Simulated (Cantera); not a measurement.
Input (Python, Cantera):

```python
import numpy as np
import cantera as ct

gas = ct.Solution("gri30.yaml")
gas.TPX = 1198, 310000, {'CH4': 1, 'C2H6': 0.07, 'O2': 2.64, 'N2': 9.93}
reactor = ct.IdealGasConstPressureReactor(gas, energy="on", clone=False)
net = ct.ReactorNet([reactor])
net.rtol, net.atol = 1e-08, 1e-16
show = ['CH4', 'C2H6', 'O2', 'CH2O', 'CO', 'HO2']
times = np.geomspace(6e-06, 9, 14)

steps = ct.SolutionArray(gas, extra=["t"])
rows = []
print(f"{'t/s':>10s}{'T/K':>9s}{'P/Pa':>11s}" + "".join(f"{s:>11s}" for s in show))
for t in times:
    while net.time < t:
        t_next = net.step()
        steps.append(gas.state, t=t_next)
    rows.append([np.interp(t, steps.t, y) for y in (steps.T, steps.P, *steps(*show).X.T)])
    print(f"{t:10.3e}{rows[-1][0]:9.1f}{rows[-1][1]:11.4g}" + "".join(f"{x:11.3e}" for x in rows[-1][2:]))
rate = np.gradient(steps.T, steps.t)
print("integrator steps:", len(steps.t))
if steps.T.max() > steps.T[0] + 200:
    print(f"time of steepest temperature rise: {steps.t[rate.argmax()]:.4e} s")
gas.TPX = 1198, 310000, {'CH4': 1, 'C2H6': 0.07, 'O2': 2.64, 'N2': 9.93}
gas.equilibrate("HP")
print(f"equilibrium (HP): T = {gas.T:.1f} K  " + "  ".join(f"{s} {gas[s].X[0]:.3e}" for s in show))
```

Output:

```
       t/s      T/K       P/Pa        CH4       C2H6         O2       CH2O         CO        HO2
 6.000e-06   1198.0    3.1e+05  7.331e-02  5.132e-03  1.935e-01  8.882e-10  6.574e-14  1.252e-08
 1.792e-05   1198.0    3.1e+05  7.331e-02  5.132e-03  1.935e-01  7.971e-09  1.803e-12  4.287e-08
 5.350e-05   1198.0    3.1e+05  7.331e-02  5.132e-03  1.935e-01  7.133e-08  5.018e-11  1.742e-07
 1.597e-04   1198.0    3.1e+05  7.331e-02  5.130e-03  1.935e-01  6.797e-07  1.595e-09  8.652e-07
 4.770e-04   1198.0    3.1e+05  7.330e-02  5.122e-03  1.935e-01  9.427e-06  8.919e-08  4.382e-06
 1.424e-03   1199.8    3.1e+05  7.296e-02  5.025e-03  1.932e-01  2.144e-04  1.649e-05  1.417e-05
 4.253e-03   2623.6    3.1e+05  1.841e-16  3.028e-31  3.302e-02  8.855e-11  1.459e-02  7.807e-06
 1.270e-02   2612.3    3.1e+05  1.938e-16  3.291e-31  2.965e-02  8.899e-11  1.458e-02  7.020e-06
 3.792e-02   2612.1    3.1e+05  1.940e-16  3.297e-31  2.958e-02  8.900e-11  1.458e-02  7.003e-06
 1.132e-01   2612.1    3.1e+05  1.940e-16  3.297e-31  2.958e-02  8.900e-11  1.458e-02  7.003e-06
 3.381e-01   2612.1    3.1e+05  1.940e-16  3.297e-31  2.958e-02  8.900e-11  1.458e-02  7.003e-06
 1.009e+00   2612.1    3.1e+05  1.940e-16  3.297e-31  2.958e-02  8.900e-11  1.458e-02  7.003e-06
 3.014e+00   2612.1    3.1e+05  1.940e-16  3.297e-31  2.958e-02  8.900e-11  1.458e-02  7.003e-06
 9.000e+00   2612.1    3.1e+05  1.940e-16  3.297e-31  2.958e-02  8.900e-11  1.458e-02  7.003e-06
integrator steps: 2111
time of steepest temperature rise: 3.5407e-03 s
equilibrium (HP): T = 2612.1 K  CH4 2.608e-16  C2H6 5.263e-31  O2 2.958e-02  CH2O 8.900e-11  CO 1.458e-02  HO2 7.003e-06
```

Cantera simulation using GRI-Mech 3.0 (53 species, 325 reactions); the numbers are that mechanism's predictions, not measurements.
